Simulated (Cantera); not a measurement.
Input: 1 mol SiHCl₃, 66 mol H₂, equilibrated at 2100 K and 0.00140 bar.

These are equilibrium values from Cantera (NASA tables, ideal gas, pure condensed phases), not measurements of a reactor. Candidate condensed phases: Si; 19 gas species. The tables' values for SiCl are old estimates; treat these amounts as uncertain. Gases not in the tables: Si₂H₆ and higher silanes. Equilibrium is a limit: real reactors are often held back by kinetics, nucleation or transport.

Base state: H₂ 0.868, H 0.0776, HCl 0.0380, Si 0.0128, Cl 0.00250, SiCl₂ 0.000476, SiCl 0.000366, SiH 0.000242 (mole fractions); condensed: gas only.

**Question.** What changes in the equilibrium state with this change: temperature from 2100 K to 2575 K?

**Answer.** 
```tsv
species	before	after
H	0.0776	0.574
H₂	0.868	0.385
Cl	0.00250	0.0157
HCl	0.0380	0.0150
Si	0.0128	0.0101
SiCl₂	0.000476	1.40e-6
Si₂	2.23e-5	5.22e-7
SiH₂	2.12e-5	8.86e-7
SiCl	0.000366	3.13e-5
SiH	0.000242	5.56e-5
```

**Question.** What changes in the equilibrium state with this change: 1.4 mol Cl₂ added?

**Answer.** 
| species | before | after |
|---|---|---|
| H₂ | 0.868 | 0.835 |
| H | 0.0776 | 0.0761 |
| HCl | 0.0380 | 0.0708 |
| Cl | 0.00250 | 0.00475 |
| Si | 0.0128 | 0.0113 |
| SiCl₂ | 0.000476 | 0.00152 |
| SiCl | 0.000366 | 0.000613 |
| Si₂ | 2.23e-5 | 1.73e-5 |
| SiH₂ | 2.12e-5 | 1.80e-5 |
